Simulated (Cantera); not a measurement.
# Adiabatic ignition

An adiabatic, constant-volume homogeneous reactor starts with 13.1 % H2, 18.3 % O2, 68.6 % N2, equivalence ratio 0.36, at 1475 K and 0.490 bar.

Detailed kinetics in Cantera: GRI-Mech 3.0 (53 species, 325 reactions).

```tsv
t (s)	T (K)	P (bar)	x H2	x O2	x NO2	x N2O	x H2O2	x HO2	x O
2.00e-6	1475	0.490	0.131	0.183	<1e-12	<1e-12	3.03e-10	1.11e-7	2.95e-8
6.78e-6	1475	0.490	0.131	0.183	<1e-12	<1e-12	3.20e-9	3.96e-7	4.77e-7
2.30e-5	1477	0.490	0.128	0.181	<1e-12	3.65e-10	1.55e-7	1.79e-5	0.000631
7.79e-5	1898	0.616	0.0115	0.113	3.23e-9	1.35e-7	4.00e-7	1.53e-5	0.0288
0.000264	2326	0.734	0.00522	0.116	3.76e-8	3.33e-7	1.52e-7	6.74e-6	0.0120
0.000894	2471	0.773	0.00226	0.119	3.42e-7	6.17e-7	2.58e-7	9.20e-6	0.00505
0.00303	2469	0.773	0.00221	0.119	1.20e-6	6.20e-7	2.59e-7	9.18e-6	0.00491
0.0103	2462	0.770	0.00216	0.117	3.59e-6	6.27e-7	2.53e-7	8.90e-6	0.00470
0.0348	2450	0.766	0.00207	0.114	7.46e-6	6.63e-7	2.44e-7	8.46e-6	0.00438
0.118	2446	0.765	0.00204	0.113	8.84e-6	6.82e-7	2.40e-7	8.31e-6	0.00426
0.400	2446	0.765	0.00204	0.113	8.85e-6	6.82e-7	2.40e-7	8.30e-6	0.00426
```
x: mole fraction; the columns are a selection and need not sum to one.

```yaml
time_of_steepest_temperature_rise: 33.8 µs
temperature at 0.400 s: 2446 K
equilibrium_temperature: 2446 K
x(H2) at 0.400 s: 0.00204 (gas-phase equilibrium 0.00204)
x(O2) at 0.400 s: 0.113 (gas-phase equilibrium 0.113)
x(NO2) at 0.400 s: 8.85e-6 (gas-phase equilibrium 8.85e-6)
```
